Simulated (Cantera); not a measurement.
Cantera run, input and output.

```python
import numpy as np
import cantera as ct

gas = ct.Solution("gri30.yaml")
gas.TPX = 1723, 13332, {'C2H6': 1, 'N2': 170}
inlet = ct.Reservoir(gas, clone=True)

reactor = ct.IdealGasConstPressureReactor(gas, energy="off", clone=False)
exhaust = ct.Reservoir(gas, clone=True)
tau = [7.2, 2.4, 0.77, 0.25, 0.081, 0.026, 0.0086, 0.0028, 0.00091][0]
for a, b in ((inlet, reactor), (reactor, exhaust)):
    ct.MassFlowController(a, b, mdot=lambda t: reactor.mass / tau)
net = ct.ReactorNet([reactor])
show = ['C2H6', 'H', 'CH4', 'C2H4', 'H2', 'C2H2', 'HCN']

rows = []
print(f"{'tau/s':>10s}{'T/K':>9s}" + "".join(f"{s:>11s}" for s in show))
for tau in [7.2, 2.4, 0.77, 0.25, 0.081, 0.026, 0.0086, 0.0028, 0.00091]:
    net.initial_time = 0.0
    net.advance(30 * tau)
    before = gas.X
    net.advance(40 * tau)
    drift = np.max(np.abs(gas.X - before) / (gas.X + 1e-9))
    rows.append([gas.T, *gas[show].X, drift])
    print(f"{tau:10.3e}{gas.T:9.1f}" + "".join(f"{x:11.3e}" for x in gas[show].X))
```

Output:

```
     tau/s      T/K       C2H6          H        CH4       C2H4         H2       C2H2        HCN
 7.200e+00   1723.0  1.845e-07  7.303e-05  1.888e-04  1.985e-06  1.121e-02  5.506e-03  3.327e-04
 2.400e+00   1723.0  5.206e-07  8.712e-05  2.581e-04  4.575e-06  1.108e-02  5.499e-03  2.561e-04
 7.700e-01   1723.0  1.487e-06  1.091e-04  3.343e-04  1.106e-05  1.093e-02  5.466e-03  2.039e-04
 2.500e-01   1723.0  4.141e-06  1.379e-04  4.205e-04  2.661e-05  1.072e-02  5.406e-03  1.605e-04
 8.100e-02   1723.0  1.150e-05  1.721e-04  5.312e-04  6.460e-05  1.042e-02  5.292e-03  1.191e-04
 2.600e-02   1723.0  3.221e-05  2.107e-04  6.746e-04  1.581e-04  9.935e-03  5.066e-03  8.198e-05
 8.600e-03   1723.0  8.772e-05  2.507e-04  8.295e-04  3.688e-04  9.170e-03  4.639e-03  5.328e-05
 2.800e-03   1723.0  2.413e-04  2.887e-04  9.365e-04  8.105e-04  7.914e-03  3.832e-03  3.209e-05
 9.100e-04   1723.0  6.558e-04  3.087e-04  8.588e-04  1.499e-03  5.978e-03  2.504e-03  1.756e-05
```

Cantera simulation using GRI-Mech 3.0 (53 species, 325 reactions); the numbers are that mechanism's predictions, not measurements. GRI-Mech 3.0 stops at C3 and has no aromatics, soot or wall deposition, so with more carbon than oxygen in the feed, carbon stays in small species such as C2H2 where larger ones or solid carbon would form.
